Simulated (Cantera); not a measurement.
A freely propagating, adiabatic, planar premixed flame of 34.7 % H₂, 13.3 % O₂, 52.0 % N₂, equivalence ratio 1.3, unburnt at 423 K and 1.18 atm; mixture-averaged transport, grid criteria slope 0.08 and curve 0.16, no radiation.

Model: the H2/O2 subset of GRI-Mech 3.0, which has no nitrogen chemistry, integrated in Cantera. Burning velocities carry a grid error of a few per cent, more on coarse grids.

Problem. Predict: laminar burning velocity; thermal thickness; peak x(OH); peak x(HO₂); peak x(H).

Solution. 
| Item | Result |
|---|---|
| laminar burning velocity | 475 cm/s |
| thermal thickness | 0.312 mm |
| peak x(OH) | 0.0122 |
| peak x(HO₂) | 0.000477 |
| peak x(H) | 0.0661 |
